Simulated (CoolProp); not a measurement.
A single-stage vapour-compression cycle with the fluid: evaporating at 238.15 K (dew point), condensing at 278.15 K (bubble point), superheat 10 K, subcooling 8 K, compressor efficiency 0.85, no pressure losses. The same conditions are run with several fluids, on thermodynamics alone (safety and materials aside).

Model: reference Helmholtz-energy equation of state of each fluid (R152A: Outcalt 1996; cis-2-butene: Lemmon 2005; R404A: Lemmon 2003; R227EA: Lemmon 2016; R507A: Lemmon 2003; CH2F2 (R32): Tillner-Roth 1997), in CoolProp. Blends and air are pseudo-pure fits.

```tsv
fluid	cooling COP	pressure ratio	discharge temperature (K)	refrigerating effect (kJ/kg)	volumetric capacity (kJ/m³)
R152A	4.55	5.18	318.8	___	591
cis-2-butene	4.63	6.11	___	396	189
R404A	___	4.35	301.1	___	1300
R227EA	4.50	5.60	___	112	___
R507A	4.43	4.22	299.8	155	1360
CH2F2 (R32)	4.31	4.30	___	319	1890
```

**Question.** Complete the blanks.

**Answer.** 
- R152A, refrigerating effect (kJ/kg): 296
- cis-2-butene, discharge temperature (K): 312.4
- R404A, cooling COP: 4.36
- R404A, refrigerating effect (kJ/kg): 159
- R227EA, discharge temperature (K): 285.7
- R227EA, volumetric capacity (kJ/m³): 397
- CH2F2 (R32), discharge temperature (K): 344.0
